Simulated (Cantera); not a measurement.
A Cantera script and what it prints.

```python
import numpy as np
import cantera as ct

gas_names = """
    B BN B2 N N2
""".split()
cond_names = """
    B(b) B(L) BN(s)
""".split()


def load(file, names, dense=False):
    # The tables refer to 1 bar. Condensed volumes are neglected.
    table = {s.name: s for s in ct.Species.list_from_file(file)}
    out = []
    for n in names:
        d = dict(table[n].input_data)
        d["thermo"] = dict(d["thermo"], **{"reference-pressure": 1e5})
        if dense:
            d["equation-of-state"] = {"model": "constant-volume", "density": "1e6 g/cm^3"}
        out.append(ct.Species.from_dict(d))
    return out


gas = ct.Solution(thermo="ideal-gas", species=load("nasa_gas.yaml", gas_names))
cond = {s.name: ct.Solution(thermo="fixed-stoichiometry", species=[s], name=s.name)
        for s in load("nasa_condensed.yaml", cond_names, dense=True)}
atoms = {
    'B': {'B': 1},
    'N2': {'N': 2},
}
top_T = {'BN(s)': 3200}  # K; cautious upper limits of use, not melting points


def equilibrate(T, P, feed):
    n = {}
    for name, mol in feed.items():
        for a, k in atoms[name].items():
            n[a] = n.get(a, 0.0) + k * mol
    gas.TPX = T, P, n
    mass = sum(n.values()) * gas.mean_molecular_weight
    gas.equilibrate("TP")
    valid = [c for c in cond.values() if c.min_temp <= T <= top_T.get(c.name, c.max_temp)]
    mix = ct.Mixture([(gas, mass / gas.mean_molecular_weight)] + [(c, 0.0) for c in valid])
    mix.T, mix.P = T, P
    mix.equilibrate("TP", solver="vcs", rtol=1e-11, max_steps=5000)
    return mix


results = []
feed = {'B': 1, 'N2': 20}  # mol
P = 610  # Pa
for T in [1200, 1400, 1600, 1800, 2000, 2200, 2400]:
    mix = equilibrate(T, P, feed)
    results.append((T, P, feed, dict(zip(mix.species_names, mix.species_moles))))

top = {s: max(r[3][s] / sum(r[3][g] for g in gas_names) for r in results) for s in gas_names}
cols = sorted((s for s in top if top[s] > 0.0001), key=lambda s: -top[s])[:8]
seen = [c for c in cond_names if any(r[3].get(c, 0) > 1e-12 for r in results)]
print("log10 of partial pressures in bar; condensed amounts in mol")
print(f"{'T/K':>10s}" + "".join(f"{s[:9]:>10s}" for s in cols + seen))
for T, P, feed, n in results:
    ng = sum(n[g] for g in gas_names)
    print(f"{T:10.4g}" + "".join(f"{np.log10(max(n[s] / ng * P / 1e5, 1e-99)):10.3f}" for s in cols)
          + "".join(f"{n.get(c, 0):10.4g}" for c in seen))
```

Result:

```
log10 of partial pressures in bar; condensed amounts in mol
       T/K        N2         B        BN      B(L)     BN(s)
      1200    -2.215   -21.778   -21.341         0         1
      1400    -2.215   -16.747   -16.845         0         1
      1600    -2.215   -12.982   -13.483         0         1
      1800    -2.215   -10.062   -10.877         0         1
      2000    -2.215    -7.732    -8.800         0    0.9999
      2200    -2.215    -5.831    -7.106         0     0.995
      2400    -2.217    -4.496    -5.945    0.8911         0
```

Equilibrium computed with Cantera from the NASA thermochemical tables; the gas is ideal and each condensed phase is pure. N2 is the only nitrogen source here; it is nearly inert below about 1500 K, so the nitride shown seldom forms there in practice.
